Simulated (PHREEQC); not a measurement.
A solution holds 0.044 mol TMAH per kg of water, at 84 °C. Closed to the air; pH follows from the charge balance.

Computed with PHREEQC (ion-association model, phreeqc.dat).

Precipitation was switched off in this run.

Estimate the pH.

pH 11.06.

Complexes and solids missing from the database can't appear. (CH3)4N+ isn't in the database: it is added as a free cation with an ion size of 4 Å. Constants without temperature data keep their 25 °C values here.
